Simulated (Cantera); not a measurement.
An adiabatic, constant-volume homogeneous reactor starts with 14.4 % CH₄, 18.0 % O₂, 67.6 % N₂, equivalence ratio 1.6, at 1750 K and 1.40 bar.

Computed with Cantera and GRI-Mech 3.0 (53 species, 325 reactions). Above 3000 K some thermodynamic fits are extrapolated.

### Question
Predict: time of steepest temperature rise; temperature at 0.100 s; equilibrium temperature; x(O₂) at 0.100 s; x(OH) at 0.100 s.

### Answer
time of steepest temperature rise: 0.118 ms
temperature at 0.100 s: 3007 K
equilibrium temperature: 3007 K
x(O₂) at 0.100 s: 0.00193 (gas-phase equilibrium 0.00193)
x(OH) at 0.100 s: 0.0154 (gas-phase equilibrium 0.0154)
